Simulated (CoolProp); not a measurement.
Vapour-liquid equilibrium of R22 (1) + R142b (2) at 50.4 kPa; x and y are mole fractions of (1).

Values from CoolProp's multi-fluid Helmholtz-energy mixture model, Kamei 1995 and Lemmon 2006; pair parameters Bell 2016.

```tsv
x	bubble temperature, mixture model (K)	bubble temperature, Raoult's law (K)	y, mixture model	y, Raoult's law
0.05	245.1	245.0	0.168	0.176
0.15	240.4	240.0	0.406	0.426
0.25	236.6	235.8	0.567	0.591
0.35	233.3	232.4	0.684	0.705
0.45	230.3	229.4	0.772	0.788
0.55	227.7	226.9	0.840	0.850
0.65	225.3	224.6	0.894	0.898
0.75	223.1	222.6	0.935	0.935
0.85	221.1	220.8	0.967	0.965
0.95	219.3	219.2	0.991	0.990
```

The largest gap from Raoult's law is +0.9 K in bubble temperature, at x = 0.45. No azeotrope shows between x = 0.05 and 0.95.

The pair parameters rest on a limited set of measurements; away from them the model extrapolates.
